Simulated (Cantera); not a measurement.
Input (Python, Cantera) and output of one run.

```python
import numpy as np
import cantera as ct

gas_names = """
    N NO NO2 NO3 N2 N2O O O2 O3 Si SiN SiO SiO2 Si2 Si2N Si3
""".split()
cond_names = """
    Si(cr) Si(L) SiO2(Lqz) SiO2(hqz) SiO2(L) Si2N2O(s) Si3N4(a)
""".split()


# ... load() reads the species with a 1 bar reference pressure and builds the phases ...
atoms = {
    'Si': {'Si': 1},
    'O2': {'O': 2},
    'N2': {'N': 2},
}
top_T = {'Si2N2O(s)': 2100, 'Si3N4(a)': 2400}  # K; cautious upper limits of use, not melting points


# ... equilibrate(T, P, feed) seeds the gas with the atoms and calls Mixture.equilibrate('TP', solver="vcs", rtol=1e-11, max_steps=5000) ...
results = []
feed = {'Si': 1, 'O2': 1.1, 'N2': 830}  # mol
T = 1198.15  # K
P = 100000  # Pa
mix = equilibrate(T, P, feed)
results.append((T, P, feed, dict(zip(mix.species_names, mix.species_moles))))
print(gas.report(threshold=1e-05))
for i in range(1, mix.n_phases):
    print(f"{mix.phase(i).name:16s} {mix.phase_moles(i):12.5e} mol")
```

Result:

```
       temperature   1198.2 K
          pressure   1e+05 Pa
           density   0.28121 kg/m^3
  mean mol. weight   28.014 kg/kmol
   phase of matter   gas

                          1 kg             1 kmol
                     ---------------   ---------------
          enthalpy        1.0008e+06        2.8038e+07  J
   internal energy        6.4524e+05        1.8076e+07  J
           entropy            8359.3        2.3418e+05  J/K
    Gibbs function       -9.0149e+06       -2.5255e+08  J
 heat capacity c_p            1200.5             33630  J/K
 heat capacity c_v            903.67             25316  J/K

                      mass frac. Y      mole frac. X     chem. pot. / RT
                     ---------------   ---------------   ---------------
                N2           0.99986           0.99988            -25.35
                O2        0.00013466        0.00011789           -36.128
     [  +14 minor]        5.5163e-06         5.149e-06

Si(cr)            0.00000e+00 mol
SiO2(hqz)         1.00000e+00 mol
Si2N2O(s)         0.00000e+00 mol
Si3N4(a)          0.00000e+00 mol
```

Method: chemical equilibrium by Gibbs-energy minimisation in Cantera with the NASA 1993 tables (ideal gas, pure condensed phases). The tables hold silica as quartz up to 1696 K and as liquid above; real silica turns to tridymite and cristobalite and melts near 1996 K.
